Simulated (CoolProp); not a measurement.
Values from CoolProp's reference Helmholtz-energy equation of state, Penoncello 2003.

### Question
For CHF3 (R23), give the phase and the density (kg/m³), cv (kJ/(kg K)), speed of sound (m/s), expansivity (1/kK) at 163.2 K and 246 kPa; 191.9 K and 246 kPa; 211.1 K and 246 kPa.

### Answer
- 163.2 K and 246 kPa: liquid; density 1550, cv 0.718, speed of sound 977, expansivity 2.29
- 191.9 K and 246 kPa: liquid; density 1440, cv 0.715, speed of sound 820, expansivity 2.65
- 211.1 K and 246 kPa: gas; density 10.6, cv 0.575, speed of sound 169, expansivity 6.37
